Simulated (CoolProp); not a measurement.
Propylene at 293.15 K and 0.413 MPa flows at 22 m/s in a round tube of 6 mm bore and 45 µm roughness, fully developed (64/Re and Nu = 3.66 if laminar; Colebrook and Gnielinski if turbulent). Each further row changes one setting.

Model: reference Helmholtz-energy equation of state, Lemmon 2013, in CoolProp.

| case | Reynolds number | Darcy friction factor | pressure drop (Pa/m) | heat-transfer coefficient (W/(m² K)) | mass flow (kg/h) |
|---|---|---|---|---|---|
| as stated | 120000 | 0.0351 | 10800 | 1320 | 17.1 |
| velocity 44 m/s | 239000 | 0.0348 | 42800 | 2640 | 34.1 |
| diameter 12 mm | 239000 | 0.0284 | 4360 | 1060 | 68.3 |

Viscosity comes from a separate model (Huber 2003), an estimate that may be off by 10 % or more. Thermal conductivity comes from a separate model (Huber 2003), an estimate that may be off by 10 % or more.
